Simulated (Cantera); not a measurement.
# NO annealing gas

An isothermal, constant-pressure homogeneous reactor starts with 34.1 % NO, 65.9 % N2, at 2075 K and 1.00 bar.

Computed with Cantera and GRI-Mech 3.0 (53 species, 325 reactions).

| t (s) | x NO | x O | x N2O | x N2 | x NO2 | x O2 |
|---|---|---|---|---|---|---|
| 6.00e-6 | 0.341 | 1.29e-6 | 1.35e-6 | 0.659 | 9.56e-8 | 2.89e-9 |
| 1.64e-5 | 0.341 | 3.25e-6 | 3.63e-6 | 0.659 | 6.17e-7 | 2.06e-8 |
| 4.50e-5 | 0.341 | 7.80e-6 | 9.43e-6 | 0.659 | 3.29e-6 | 1.46e-7 |
| 0.000123 | 0.341 | 1.98e-5 | 2.24e-5 | 0.659 | 1.35e-5 | 1.17e-6 |
| 0.000337 | 0.341 | 5.34e-5 | 4.29e-5 | 0.659 | 4.45e-5 | 1.31e-5 |
| 0.000924 | 0.340 | 9.70e-5 | 5.62e-5 | 0.659 | 8.55e-5 | 0.000131 |
| 0.00253 | 0.339 | 0.000106 | 5.71e-5 | 0.660 | 9.34e-5 | 0.000601 |
| 0.00693 | 0.337 | 0.000114 | 5.61e-5 | 0.661 | 0.000101 | 0.00191 |
| 0.0190 | 0.329 | 0.000133 | 5.34e-5 | 0.665 | 0.000117 | 0.00553 |
| 0.0520 | 0.309 | 0.000176 | 4.66e-5 | 0.675 | 0.000148 | 0.0154 |
| 0.142 | 0.258 | 0.000255 | 3.18e-5 | 0.700 | 0.000182 | 0.0410 |
| 0.390 | 0.156 | 0.000363 | 1.15e-5 | 0.751 | 0.000159 | 0.0922 |
| 1.07 | 0.0479 | 0.000450 | 1.45e-6 | 0.805 | 6.11e-5 | 0.146 |
| 2.92 | 0.0115 | 0.000476 | 5.12e-7 | 0.824 | 1.55e-5 | 0.164 |
| 8.00 | 0.00854 | 0.000478 | 4.88e-7 | 0.825 | 1.16e-5 | 0.166 |
x: mole fraction; the columns are a selection and need not sum to one.

Equilibrium at this temperature and pressure: NO 0.00853, O 0.000478, N2O 4.88e-7, N2 0.825, NO2 1.16e-5, O2 0.166 (gas phase only).
